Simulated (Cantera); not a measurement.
An isothermal, constant-pressure homogeneous reactor starts with 7.62 % H₂, 92.4 % O₂, equivalence ratio 0.041, at 1350 K and 1.80 Torr.

Detailed kinetics in Cantera: GRI-Mech 3.0 (53 species, 325 reactions). Radical loss at walls, strong at low pressure, is not modelled. The temperature is held fixed by assumption; the heat of reaction is taken as removed at once.

Predict: x(H₂) at 4.00 s; x(O₂) at 4.00 s; x(O) at 4.00 s; x(OH) at 4.00 s; x(H₂O₂) at 4.00 s; x(HO₂) at 4.00 s; x(H) at 4.00 s.


```
Property                                              Value
-----------------  ----------------------------------------
x(H₂) at 4.00 s    0.000252 (gas-phase equilibrium 3.46e-7)
x(O₂) at 4.00 s         0.913 (gas-phase equilibrium 0.921)
x(O) at 4.00 s      0.00617 (gas-phase equilibrium 8.32e-6)
x(OH) at 4.00 s    0.00287 (gas-phase equilibrium 0.000107)
x(H₂O₂) at 4.00 s  1.12e-8 (gas-phase equilibrium 2.95e-10)
x(HO₂) at 4.00 s    2.81e-7 (gas-phase equilibrium 3.53e-8)
x(H) at 4.00 s     0.000578 (gas-phase equilibrium 2.88e-8)
```
